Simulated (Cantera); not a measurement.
**Thermodynamics of fluorocarbon and chlorocarbon gases, feed CH₂F₂ + H₂ + F₂**

Charge: 1 mol CH₂F₂, 1.1 mol H₂, 0.034 mol F₂, held at 0.100 bar.

Cantera equilibrium calculation (NASA polynomials, part measured and part estimated; ideal gas, pure solids and liquids). Candidate condensed phases: C, C₆H₆, C₇H₈, C₈H₁₈; 95 gas species. Equilibrium is a limit: real reactors are often held back by kinetics, nucleation or transport.

```csv
T (°C),log p HF,log p H₂,log p H,log p C₃,log p F,log p C₂H₂ (acetylene),n C(graphite)
977,-1.18,-1.47,-7.05,<-13,-12.26,-8.07,1.000
1177,-1.18,-1.47,-5.76,<-13,-10.19,-6.78,1.000
1377,-1.18,-1.47,-4.78,<-13,-8.62,-5.81,1.000
1577,-1.18,-1.47,-4.00,-12.30,-7.39,-5.05,0.999
1777,-1.18,-1.47,-3.38,-10.04,-6.39,-4.45,0.998
1977,-1.18,-1.48,-2.87,-8.19,-5.57,-3.96,0.993
2177,-1.19,-1.50,-2.45,-6.65,-4.87,-3.56,0.982
2377,-1.20,-1.55,-2.10,-5.35,-4.27,-3.26,0.962
2577,-1.22,-1.64,-1.83,-4.24,-3.74,-3.04,0.923
2777,-1.25,-1.78,-1.63,-3.28,-3.26,-2.92,0.817
2977,-1.30,-2.01,-1.50,-2.44,-2.82,-2.92,0.291
```
log p: log10 of the partial pressure in bar; n: condensed amount in mol.

From 977 °C to 2977 °C the condensed part is C(graphite). The main C-bearing gas is CH₄ at 977 °C and C₃ at 2977 °C.
